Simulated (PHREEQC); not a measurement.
A solution holds 0.051 mol/kgw NH4Cl and 0.00039 mol/kgw KOH, at 25 °C. Closed to the air; pH follows from the charge balance.

Model: ion-association model, phreeqc.dat, run in PHREEQC.

Precipitation was switched off in this run.

Estimate the pH, specific conductance.

pH 7.23; specific conductance 6680 µS/cm.

Species that the database lacks are ignored.
